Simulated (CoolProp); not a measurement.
A single-stage vapour-compression cycle with nitrous oxide: evaporating at 201.15 K (dew point), condensing at 233.15 K (bubble point), superheat 5 K, subcooling 8 K, compressor efficiency 0.6, no pressure losses. Each further row changes one setting.

The numbers come from the reference Helmholtz-energy equation of state, Lemmon 2006 in CoolProp. It is a short technical equation, of lower accuracy than the large ones.

```
case                              cooling COP  pressure ratio  discharge temperature (K)  refrigerating effect (kJ/kg)  volumetric capacity (kJ/m³)
--------------------------------  -----------  --------------  -------------------------  ----------------------------  ---------------------------
as stated                                 [?]            3.80                      323.8                           317                         2110
evaporating temperature 206.15 K         4.08            2.99                        [?]                           [?]                         2660
condensing temperature 228.15 K          3.98            3.17                      306.5                           326                         2170
subcooling 13 K                           [?]            3.80                      323.8                           326                         2170
superheat 15 K                            [?]            3.80                      338.2                           [?]                         2050
compressor efficiency 0.5                 [?]            3.80                        [?]                           317                         2110
```

### Question
Fill in the missing entries.

### Answer

- as stated, cooling COP: 3.28
- evaporating temperature 206.15 K, discharge temperature (K): 307.1
- evaporating temperature 206.15 K, refrigerating effect (kJ/kg): 319
- subcooling 13 K, cooling COP: 3.37
- superheat 15 K, cooling COP: 3.19
- superheat 15 K, refrigerating effect (kJ/kg): 325
- compressor efficiency 0.5, cooling COP: 2.73
- compressor efficiency 0.5, discharge temperature (K): 344.0
